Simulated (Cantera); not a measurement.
A Cantera script and what it prints.

```python
import numpy as np
import cantera as ct

gas_names = """
    CL2 SiCL4 TiCL3
""".split()
cond_names = """
    Si(cr) Si(L) Ti(a) Ti(b) Ti(L) Ca(a) Ca(b) Ca(L) CaCL2(s) CaCL2(L)
""".split()


# ... load() reads the species with a 1 bar reference pressure and builds the phases ...
species = {s.name: s for s in load("nasa_gas.yaml", gas_names) + load("nasa_condensed.yaml", cond_names)}
# Each term lists the table entries of one substance; the one whose range holds T is used.
reactions = {
    '0.5 Si + Cl2(g) = 0.5 SiCl4(g)':
        [(-0.5, ['Si(cr)', 'Si(L)']), (-1, ['CL2']), (0.5, ['SiCL4'])],
    '0.6667 Ti + Cl2(g) = 0.6667 TiCl3(g)':
        [(-0.6666666666666666, ['Ti(a)', 'Ti(b)', 'Ti(L)']), (-1, ['CL2']), (0.6666666666666666, ['TiCL3'])],
    'Ca + Cl2(g) = CaCl2':
        [(-1, ['Ca(a)', 'Ca(b)', 'Ca(L)']), (-1, ['CL2']), (1, ['CaCL2(s)', 'CaCL2(L)'])],
}


def pick(names, T):
    return next(species[n] for n in names if species[n].thermo.min_temp <= T <= species[n].thermo.max_temp)


results = []
for label, terms in reactions.items():
    print(label)
    print("     T/K   dH/kJ  dS/(J/K)   dG/kJ   log10 K")
    for T in [2198, 2223, 2248, 2273, 2298, 2323]:
        used = [(nu, pick(names, T)) for nu, names in terms]
        dH = sum(nu * s.thermo.h(T) for nu, s in used) / 1e6
        dS = sum(nu * s.thermo.s(T) for nu, s in used) / 1e3
        dG = dH - T * dS / 1e3
        logK = -dG * 1e6 / (ct.gas_constant * T * np.log(10))
        results.append((label, T, dH, dS, dG, logK, [s.name for _, s in used]))
        print(f"{T:8g} {dH:8.1f} {dS:8.1f} {dG:8.1f} {logK:8.2f}")
```

Result:

```
0.5 Si + Cl2(g) = 0.5 SiCl4(g)
     T/K   dH/kJ  dS/(J/K)   dG/kJ   log10 K
    2198   -352.7    -77.8   -181.8     4.32
    2223   -352.7    -77.7   -179.9     4.23
    2248   -352.6    -77.7   -177.9     4.13
    2273   -352.6    -77.7   -176.0     4.04
    2298   -352.6    -77.7   -174.0     3.96
    2323   -352.6    -77.7   -172.1     3.87
0.6667 Ti + Cl2(g) = 0.6667 TiCl3(g)
     T/K   dH/kJ  dS/(J/K)   dG/kJ   log10 K
    2198   -379.1    -44.3   -281.8     6.70
    2223   -379.4    -44.4   -280.7     6.60
    2248   -379.7    -44.6   -279.6     6.50
    2273   -380.1    -44.7   -278.5     6.40
    2298   -380.4    -44.8   -277.4     6.30
    2323   -380.7    -45.0   -276.2     6.21
Ca + Cl2(g) = CaCl2
     T/K   dH/kJ  dS/(J/K)   dG/kJ   log10 K
    2198   -736.0   -106.3   -502.3    11.94
    2223   -735.4   -106.0   -499.6    11.74
    2248   -734.7   -105.8   -497.0    11.55
    2273   -734.1   -105.5   -494.4    11.36
    2298   -733.5   -105.2   -491.7    11.18
    2323   -732.8   -104.9   -489.1    11.00
```

Cantera with NASA thermochemical tables; ideal gases at 1 bar, condensed phases pure. Condensed species are held in their standard states even where they would react or evaporate.
